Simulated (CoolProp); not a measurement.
o-xylene along the isobar 4 MPa: Z from the reference equation and from simpler models built on Tc = 630.3 K, pc = 3.737 MPa, ω = 0.312; each cubic takes its own stable root.

Computed with CoolProp (reference Helmholtz-energy equation of state, Zhou 2012).

```tsv
T (K)	phase	reference	van der Waals	Redlich-Kwong	Peng-Robinson
424.2	liquid	0.1566	0.2642	0.1835	0.1560
448.7	liquid	0.1527	0.2569	0.1798	0.1523
473.1	liquid	0.1498	0.2512	0.1774	0.1498
497.6	liquid	0.1479	0.2473	0.1766	0.1487
522.1	liquid	0.1471	0.2453	0.1774	0.1492
546.6	liquid	0.1478	0.2455	0.1805	0.1519
571	liquid	0.1506	0.2488	0.1868	0.1577
595.5	liquid	0.1573	0.2575	0.1989	0.1695
620	liquid	0.1761	0.2788	0.2266	0.1983
```
